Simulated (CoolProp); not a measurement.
Vapour-liquid equilibrium of isohexane (1) + benzene (2) at 424.6 K; x and y are mole fractions of (1).

Model: multi-fluid Helmholtz-energy mixture model, Lemmon 2006 and Thol 2012; pair parameters Bell 2016, in CoolProp.

**Question.** Give the bubble pressure and the first vapour's composition at x = 0.05, 0.575, 0.95. Is there an azeotrope?

**Answer.** x = 0.05: 0.6363 MPa, y = 0.096; x = 0.575: 0.8487 MPa, y = 0.640; x = 0.95: 0.9209 MPa, y = 0.956. No azeotrope shows between x = 0.05 and 0.95.

The pair parameters rest on a limited set of measurements; away from them the model extrapolates.
